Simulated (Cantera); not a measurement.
Charge: 1 mol TiO2, 180 mol H2, equilibrated at 1050 K and 2.20 mbar.

Equilibrium computed with Cantera from the NASA thermochemical tables; the gas is ideal and each condensed phase is pure. Candidate condensed phases: H2O, Ti, TiO, TiO2, Ti2O3, Ti3O5, Ti4O7; 12 gas species. Mutual solubility and eutectic melting of coexisting phases are not modelled. Condensed phases not in the tables: Magnéli phases beyond Ti4O7. Equilibrium is a limit: real reactors are often held back by kinetics, nucleation or transport.

**Question.** What is the equilibrium state?

**Answer.** 
- x(H2): 1.000
- x(H2O): 0.000158
- n(TiO2(rutile)): 0.886 mol
- n(Ti4O7(s)): 0.0284 mol
- gas amount: 180.0 mol
- log10 activity of Ti3O5(s) (absent): -0.24
- log10 activity of Ti2O3(s) (absent): -0.62
- log10 activity of Ti(α) (absent): -11.01
